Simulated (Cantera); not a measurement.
A Cantera script and what it prints.

```python
import numpy as np
import cantera as ct

gas_names = """
    Br Br2 H HBr HO2 H2 H2O H2O2 O OH O2 O3
""".split()
cond_names = """
    Br2(cr) Br2(L) H2O(s) H2O(L)
""".split()


def load(file, names, dense=False):
    # The tables refer to 1 bar. Condensed volumes are neglected.
    table = {s.name: s for s in ct.Species.list_from_file(file)}
    out = []
    for n in names:
        d = dict(table[n].input_data)
        d["thermo"] = dict(d["thermo"], **{"reference-pressure": 1e5})
        if dense:
            d["equation-of-state"] = {"model": "constant-volume", "density": "1e6 g/cm^3"}
        out.append(ct.Species.from_dict(d))
    return out


gas = ct.Solution(thermo="ideal-gas", species=load("nasa_gas.yaml", gas_names))
cond = {s.name: ct.Solution(thermo="fixed-stoichiometry", species=[s], name=s.name)
        for s in load("nasa_condensed.yaml", cond_names, dense=True)}
atoms = {
    'HBr': {'H': 1, 'Br': 1},
    'O2': {'O': 2},
}
top_T = {}  # K; cautious upper limits of use, not melting points


def equilibrate(T, P, feed):
    n = {}
    for name, mol in feed.items():
        for a, k in atoms[name].items():
            n[a] = n.get(a, 0.0) + k * mol
    gas.TPX = T, P, n
    mass = sum(n.values()) * gas.mean_molecular_weight
    gas.equilibrate("TP")
    valid = [c for c in cond.values() if c.min_temp <= T <= top_T.get(c.name, c.max_temp)]
    mix = ct.Mixture([(gas, mass / gas.mean_molecular_weight)] + [(c, 0.0) for c in valid])
    mix.T, mix.P = T, P
    mix.equilibrate("TP", solver="vcs", rtol=1e-11, max_steps=5000)
    return mix


results = []
feed = {'HBr': 1, 'O2': 0.019}  # mol
T = 1700  # K
P = 280000  # Pa
mix = equilibrate(T, P, feed)
results.append((T, P, feed, dict(zip(mix.species_names, mix.species_moles))))
print(gas.report(threshold=1e-06))
for i in range(1, mix.n_phases):
    print(f"{mix.phase(i).name:16s} {mix.phase_moles(i):12.5e} mol")
```

It prints:

```
       temperature   1700 K
          pressure   2.8e+05 Pa
           density   1.5702 kg/m^3
  mean mol. weight   79.265 kg/kmol
   phase of matter   gas

                          1 kg             1 kmol
                     ---------------   ---------------
          enthalpy         1.285e+05        1.0185e+07  J
   internal energy            -49823       -3.9492e+06  J
           entropy            3112.9        2.4674e+05  J/K
    Gibbs function       -5.1634e+06       -4.0928e+08  J
 heat capacity c_p            443.82             35179  J/K
 heat capacity c_v            338.92             26864  J/K

                      mass frac. Y      mole frac. X     chem. pot. / RT
                     ---------------   ---------------   ---------------
                Br          0.055771          0.055325           -17.313
               Br2          0.029404          0.014584           -34.627
                 H         8.149e-08         6.408e-06           -11.593
               HBr           0.90629           0.88784           -28.907
                H2        0.00013469         0.0052957           -23.186
               H2O          0.008397          0.036946           -46.158
                OH        4.9566e-07        2.3101e-06           -34.565
     [   +5 minor]        3.2868e-09        9.2606e-09

Br2(L)            0.00000e+00 mol
```

These are equilibrium values from Cantera (NASA tables, ideal gas, pure condensed phases), not measurements of a reactor.
